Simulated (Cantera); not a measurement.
Cantera run, input and output.

```python
import numpy as np
import cantera as ct

gas = ct.Solution("gri30.yaml")
gas.TPX = 600, 101325, {'CH4': 1, 'C2H6': 0.04, 'C3H8': 0.43, 'O2': 3.3, 'N2': 12.4}
inlet = ct.Reservoir(gas, clone=True)
gas.equilibrate("HP")  # start burning
reactor = ct.IdealGasConstPressureReactor(gas, energy="on", clone=False)
exhaust = ct.Reservoir(gas, clone=True)
tau = [0.11, 0.05, 0.023, 0.01, 0.0047, 0.0021, 0.00097, 0.00044, 0.0002, 9.1e-05, 4.2e-05, 1.9e-05][0]
for a, b in ((inlet, reactor), (reactor, exhaust)):
    ct.MassFlowController(a, b, mdot=lambda t: reactor.mass / tau)
net = ct.ReactorNet([reactor])
show = ['CH4', 'C2H6', 'C3H8', 'CH2', 'O', 'C2H2']

rows = []
print(f"{'tau/s':>10s}{'T/K':>9s}" + "".join(f"{s:>11s}" for s in show))
for tau in [0.11, 0.05, 0.023, 0.01, 0.0047, 0.0021, 0.00097, 0.00044, 0.0002, 9.1e-05, 4.2e-05, 1.9e-05]:
    net.initial_time = 0.0
    net.advance(30 * tau)
    before = gas.X
    net.advance(40 * tau)
    drift = np.max(np.abs(gas.X - before) / (gas.X + 1e-9))
    rows.append([gas.T, *gas[show].X, drift])
    print(f"{tau:10.3e}{gas.T:9.1f}" + "".join(f"{x:11.3e}" for x in gas[show].X))
```

Output:

```
     tau/s      T/K        CH4       C2H6       C3H8        CH2          O       C2H2
 1.100e-01   2284.4  5.204e-06  7.732e-09  7.175e-08  3.084e-07  8.899e-05  4.337e-06
 5.000e-02   2276.7  7.938e-06  1.600e-08  1.431e-07  5.690e-07  1.281e-04  6.573e-06
 2.300e-02   2266.0  1.163e-05  3.220e-08  2.758e-07  9.941e-07  1.932e-04  9.280e-06
 1.000e-02   2250.3  1.774e-05  6.721e-08  5.483e-07  1.744e-06  3.044e-04  1.302e-05
 4.700e-03   2232.2  2.717e-05  1.303e-07  1.020e-06  2.855e-06  4.505e-04  1.783e-05
 2.100e-03   2209.1  4.570e-05  2.660e-07  2.003e-06  4.849e-06  6.516e-04  2.611e-05
 9.700e-04   2183.9  8.106e-05  5.382e-07  3.934e-06  8.265e-06  8.664e-04  4.078e-05
 4.400e-04   2155.0  1.586e-04  1.156e-06  8.229e-06  1.492e-05  1.064e-03  7.235e-05
 2.000e-04   2117.9  3.443e-04  2.690e-06  1.858e-05  2.837e-05  1.182e-03  1.495e-04
 9.100e-05   2049.0  9.169e-04  7.841e-06  5.030e-05  5.643e-05  1.127e-03  3.934e-04
 4.200e-05    600.0  5.824e-02  2.330e-03  2.504e-02  1.323e-33  1.063e-26 -1.252e-17
 1.900e-05    600.0  5.824e-02  2.330e-03  2.504e-02 -3.581e-35  5.677e-27 -5.472e-21
```

Detailed kinetics in Cantera: GRI-Mech 3.0 (53 species, 325 reactions). GRI-Mech 3.0 was tuned for natural gas; its chemistry of propane as a main component is partial and can be far from experiment.
